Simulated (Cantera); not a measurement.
Feed: 1 mol NaBr, 11 mol H₂O, 9.5 mol H₂, at 2125 K and 0.0158 Torr.

These are equilibrium values from Cantera (NASA tables, ideal gas, pure condensed phases), not measurements of a reactor. Candidate condensed phases: Br₂, H₂O, Na, NaBr, NaOH, NaO₂, Na₂O, Na₂O₂; 20 gas species. Kinetics and transport are ignored.

Base state: H 0.378, H₂ 0.228, H₂O 0.214, O 0.0517, OH 0.0440, Na 0.0316, Br 0.0306, O₂ 0.0206 (mole fractions); condensed: gas only.

Task: What changes in the equilibrium state with this change: H₂O from 11 to 1.9 mol?

Result: 
| species | before | after |
|---|---|---|
| H | 0.378 | 0.454 |
| H₂ | 0.228 | 0.329 |
| H₂O | 0.214 | 0.0778 |
| O₂ | 0.0206 | 0.00132 |
| O | 0.0517 | 0.0131 |
| OH | 0.0440 | 0.0133 |
| Na | 0.0316 | 0.0554 |
| Br | 0.0306 | 0.0534 |
| NaBr | 0.000257 | 0.000785 |
| HBr | 0.000979 | 0.00205 |
| NaOH | 2.15e-5 | 1.15e-5 |
